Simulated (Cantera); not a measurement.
Charge: 1 mol Si3N4, 1.7 mol H2, at 2525 K and 10.0 mbar.

Equilibrium computed with Cantera from the NASA thermochemical tables; the gas is ideal and each condensed phase is pure. Candidate condensed phases: Si, Si3N4; 18 gas species. The tables' values for SiN are old estimates; treat these amounts as uncertain. Gases not in the tables: Si2H6 and higher silanes. Equilibrium is a limit: real reactors are often held back by kinetics, nucleation or transport.

Base state: Si 0.400, N2 0.284, H2 0.181, H 0.119, Si2 0.00777, SiH 0.00433, SiN 0.00207, Si2N 0.00126 (mole fractions); condensed: gas only.

**Question.** What changes in the equilibrium state with this change: temperature from 2525 K to 2175 K?

**Answer.** 
| species | before | after |
|---|---|---|
| N2 | 0.284 | 0.515 |
| H2 | 0.181 | 0.422 |
| H | 0.119 | 0.0317 |
| Si | 0.400 | 0.0289 |
| Si2 | 0.00777 | 0.000440 |
| Si3 | 0.000932 | 8.68e-5 |
| SiN | 0.00207 | 0.000367 |
| Si(l), mol | 0 | 2.88 |

**Question.** What changes in the equilibrium state with this change: temperature from 2525 K to 1598.15 K?

**Answer.** 
| species | before | after |
|---|---|---|
| H2 | 0.181 | 0.970 |
| N2 | 0.284 | 0.0290 |
| H | 0.119 | 0.000525 |
| Si | 0.400 | 9.38e-6 |
| Si2 | 0.00777 | 2.31e-8 |
| Si3 | 0.000932 | 5.04e-9 |
| SiN | 0.00207 | 1.39e-7 |
| Si(s), mol | 0 | 0.0761 |
| Si3N4(s), mol | 0 | 0.975 |
Mutual solubility and eutectic melting of coexisting phases are not modelled.
